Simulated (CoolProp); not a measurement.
Nitrogen along the isotherm -191.75 °C: Z from the reference equation and from simpler models built on Tc = -147.0 °C, pc = 3.396 MPa, ω = 0.037; each cubic takes its own stable root.

Computed with CoolProp (reference Helmholtz-energy equation of state, Span 2000).

```json
[
 {"p (MPa)": "0.566", "phase": "liquid", "reference": "0.02971", "Redlich-Kwong": "0.02952", "Soave-Redlich-Kwong": "0.02973"},
 {"p (MPa)": "1.13", "phase": "liquid", "reference": "0.05919", "Redlich-Kwong": "0.05878", "Soave-Redlich-Kwong": "0.05918"},
 {"p (MPa)": "1.7", "phase": "liquid", "reference": "0.08886", "Redlich-Kwong": "0.08820", "Soave-Redlich-Kwong": "0.08879"},
 {"p (MPa)": "2.26", "phase": "liquid", "reference": "0.1179", "Redlich-Kwong": "0.1170", "Soave-Redlich-Kwong": "0.1177"},
 {"p (MPa)": "2.83", "phase": "liquid", "reference": "0.1473", "Redlich-Kwong": "0.1461", "Soave-Redlich-Kwong": "0.1470"},
 {"p (MPa)": "3.4", "phase": "liquid", "reference": "0.1767", "Redlich-Kwong": "0.1751", "Soave-Redlich-Kwong": "0.1762"},
 {"p (MPa)": "3.96", "phase": "liquid", "reference": "0.2054", "Redlich-Kwong": "0.2034", "Soave-Redlich-Kwong": "0.2047"},
 {"p (MPa)": "4.53", "phase": "liquid", "reference": "0.2345", "Redlich-Kwong": "0.2322", "Soave-Redlich-Kwong": "0.2336"},
 {"p (MPa)": "5.09", "phase": "liquid", "reference": "0.2630", "Redlich-Kwong": "0.2603", "Soave-Redlich-Kwong": "0.2618"},
 {"p (MPa)": "5.66", "phase": "liquid", "reference": "0.2920", "Redlich-Kwong": "0.2888", "Soave-Redlich-Kwong": "0.2904"},
 {"p (MPa)": "6.23", "phase": "liquid", "reference": "0.3208", "Redlich-Kwong": "0.3172", "Soave-Redlich-Kwong": "0.3190"},
 {"p (MPa)": "6.79", "phase": "liquid", "reference": "0.3490", "Redlich-Kwong": "0.3450", "Soave-Redlich-Kwong": "0.3469"},
 {"p (MPa)": "7.36", "phase": "liquid", "reference": "0.3777", "Redlich-Kwong": "0.3732", "Soave-Redlich-Kwong": "0.3752"},
 {"p (MPa)": "7.92", "phase": "liquid", "reference": "0.4057", "Redlich-Kwong": "0.4008", "Soave-Redlich-Kwong": "0.4029"},
 {"p (MPa)": "8.49", "phase": "liquid", "reference": "0.4342", "Redlich-Kwong": "0.4288", "Soave-Redlich-Kwong": "0.4310"}
]
```
